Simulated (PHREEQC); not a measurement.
Make-up at 42 °C: 0.029 mol NH4HF2, 0.00018 mol (NH4)2SiF6, 0.043 mol H3BO3 and 0.00019 mol HCl per kg of water. Closed to the air; pH follows from the charge balance.

Model: ion-association model, phreeqc.dat, run in PHREEQC.

```json
[
 {"quantity": "pH", "before": "4.40", "after": "3.75"},
 {"quantity": "H3BO3 (mol/kgw)", "before": "0.0272", "after": "0.00647"},
 {"quantity": "F- (mol/kgw)", "before": "0.0131", "after": "0.00384"},
 {"quantity": "BF2(OH)2- (mol/kgw)", "before": "0.00781", "after": "0.000764"},
 {"quantity": "SI of Quartz (SiO2)", "before": "-0.61", "after": "-0.98"}
]
```

Problem. Which change was made?
A) NH4HF2 from 0.029 to 0.0145 mol/kgw
B) HCl replaced by NH4Cl at the same molality
C) diluted 5-fold with water
D) diluted 100-fold with water
E) (NH4)2SiF6 from 0.00018 to 0.000198 mol/kgw

Solution. C, diluted 5-fold with water

Precipitation was switched off in this run. Away from 25 °C the constants follow the database's enthalpies or fits; those with neither stay at their 25 °C values. SiF6-2 is the database's only silicon fluoride. Real BF4- forms and hydrolyses slowly; the run takes it at equilibrium.
